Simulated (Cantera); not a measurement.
## Ammonia decomposition in nitride growth gas

An isothermal, constant-pressure homogeneous reactor starts with NH3 : H2 = 1 : 0.18 (molar parts), at 1398 K and 0.470 bar.

Cantera simulation using the gas-phase N/H chemistry of the illustrative SiF4/NH3 mechanism in the Surface Chemkin manual (1991); the numbers are that mechanism's predictions, not measurements. Walls and surfaces, which speed up NH3 decomposition in real reactors, are not modelled.

| t (s) | x NH3 | x H2 | x N2H2 | x NH | x N2H4 | x N | x N2 |
|---|---|---|---|---|---|---|---|
| 3.00e-6 | 0.847 | 0.153 | <1e-12 | <1e-12 | <1e-12 | <1e-12 | <1e-12 |
| 1.25e-5 | 0.847 | 0.153 | <1e-12 | <1e-12 | <1e-12 | <1e-12 | <1e-12 |
| 5.22e-5 | 0.847 | 0.153 | <1e-12 | <1e-12 | <1e-12 | <1e-12 | <1e-12 |
| 0.000218 | 0.847 | 0.153 | 2.16e-12 | 1.22e-12 | 2.47e-12 | <1e-12 | <1e-12 |
| 0.000909 | 0.847 | 0.153 | 1.01e-10 | 2.27e-11 | 6.86e-11 | <1e-12 | 6.41e-11 |
| 0.00379 | 0.847 | 0.153 | 2.67e-9 | 3.95e-10 | 1.34e-9 | <1e-12 | 1.06e-8 |
| 0.0158 | 0.847 | 0.153 | 4.44e-8 | 5.90e-9 | 2.08e-8 | 4.39e-11 | 9.29e-7 |
| 0.0660 | 0.847 | 0.153 | 1.44e-7 | 1.87e-8 | 6.70e-8 | 2.40e-10 | 2.55e-5 |
| 0.275 | 0.847 | 0.153 | 1.46e-7 | 1.89e-8 | 6.75e-8 | 2.43e-10 | 0.000154 |
| 1.15 | 0.845 | 0.154 | 1.45e-7 | 1.89e-8 | 6.72e-8 | 2.43e-10 | 0.000688 |
| 4.79 | 0.837 | 0.160 | 1.41e-7 | 1.87e-8 | 6.58e-8 | 2.41e-10 | 0.00288 |
| 20.0 | 0.805 | 0.183 | 1.26e-7 | 1.79e-8 | 6.04e-8 | 2.34e-10 | 0.0115 |
x: mole fraction; the columns are a selection and need not sum to one.

Equilibrium at this temperature and pressure: NH3 1.29e-5, H2 0.771, N2H2 <1e-12, NH <1e-12, N2H4 <1e-12, N <1e-12, N2 0.229 (gas phase only).
